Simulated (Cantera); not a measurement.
What does this Cantera script print?

```python
import numpy as np
import cantera as ct

gas = ct.Solution("gri30.yaml")
gas.TPX = 1875, 63000, {'NO': 1, 'N2': 1.9}
inlet = ct.Reservoir(gas, clone=True)

reactor = ct.IdealGasConstPressureReactor(gas, energy="off", clone=False)
exhaust = ct.Reservoir(gas, clone=True)
tau = [3.6, 1.8, 0.9, 0.45, 0.22, 0.11, 0.056, 0.028, 0.014, 0.007][0]
for a, b in ((inlet, reactor), (reactor, exhaust)):
    ct.MassFlowController(a, b, mdot=lambda t: reactor.mass / tau)
net = ct.ReactorNet([reactor])
show = ['NO', 'O2', 'N2O', 'O', 'NO2', 'N2']

rows = []
print(f"{'tau/s':>10s}{'T/K':>9s}" + "".join(f"{s:>11s}" for s in show))
for tau in [3.6, 1.8, 0.9, 0.45, 0.22, 0.11, 0.056, 0.028, 0.014, 0.007]:
    net.initial_time = 0.0
    net.advance(30 * tau)
    before = gas.X
    net.advance(40 * tau)
    drift = np.max(np.abs(gas.X - before) / (gas.X + 1e-9))
    rows.append([gas.T, *gas[show].X, drift])
    print(f"{tau:10.3e}{gas.T:9.1f}" + "".join(f"{x:11.3e}" for x in gas[show].X))
```

It prints:

```
     tau/s      T/K         NO         O2        N2O          O        NO2         N2
 3.600e+00   1875.0  2.046e-01  6.986e-02  1.744e-05  8.279e-05  2.042e-04  7.252e-01
 1.800e+00   1875.0  2.521e-01  4.614e-02  2.667e-05  6.867e-05  2.071e-04  7.015e-01
 9.000e-01   1875.0  2.894e-01  2.750e-02  3.547e-05  5.502e-05  1.884e-04  6.828e-01
 4.500e-01   1875.0  3.142e-01  1.510e-02  4.212e-05  4.354e-05  1.598e-04  6.704e-01
 2.200e-01   1875.0  3.291e-01  7.694e-03  4.636e-05  3.483e-05  1.318e-04  6.630e-01
 1.100e-01   1875.0  3.368e-01  3.879e-03  4.842e-05  2.925e-05  1.116e-04  6.591e-01
 5.600e-02   1875.0  3.407e-01  1.950e-03  4.902e-05  2.582e-05  9.844e-05  6.572e-01
 2.800e-02   1875.0  3.427e-01  9.391e-04  4.839e-05  2.353e-05  8.928e-05  6.562e-01
 1.400e-02   1875.0  3.437e-01  4.340e-04  4.629e-05  2.169e-05  8.173e-05  6.557e-01
 7.000e-03   1875.0  3.443e-01  1.855e-04  4.225e-05  1.962e-05  7.300e-05  6.554e-01
```

Cantera simulation using GRI-Mech 3.0 (53 species, 325 reactions); the numbers are that mechanism's predictions, not measurements.
